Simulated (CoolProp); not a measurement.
100 sccm (0 °C, 1 atm) of nitrogen bubbles through liquid n-pentane at 293 K and leaves saturated at a total pressure of 0.15 MPa (ideal gas phase). Each further row changes one setting.

Computed with CoolProp (reference Helmholtz-energy equation of state, Thol 2019).

```json
[
 {"case": "as stated", "vapour pressure (kPa)": "56.2", "mole fraction of vapour": "___", "delivery (mg/min)": "193", "delivery (sccm)": "___", "change of delivery for a bath 1 K warmer (%)": "6.4"},
 {"case": "bath temperature 298 K", "vapour pressure (kPa)": "68.0", "mole fraction of vapour": "0.453", "delivery (mg/min)": "267", "delivery (sccm)": "___", "change of delivery for a bath 1 K warmer (%)": "___"},
 {"case": "total pressure 0.3 MPa", "vapour pressure (kPa)": "56.2", "mole fraction of vapour": "0.187", "delivery (mg/min)": "74.3", "delivery (sccm)": "23.1", "change of delivery for a bath 1 K warmer (%)": "___"}
]
```

Problem. Some entries are withheld; supply them.

Solution. 
- as stated, mole fraction of vapour: 0.375
- as stated, delivery (sccm): 60.0
- bath temperature 298 K, delivery (sccm): 82.9
- bath temperature 298 K, change of delivery for a bath 1 K warmer (%): 7.1
- total pressure 0.3 MPa, change of delivery for a bath 1 K warmer (%): 4.9
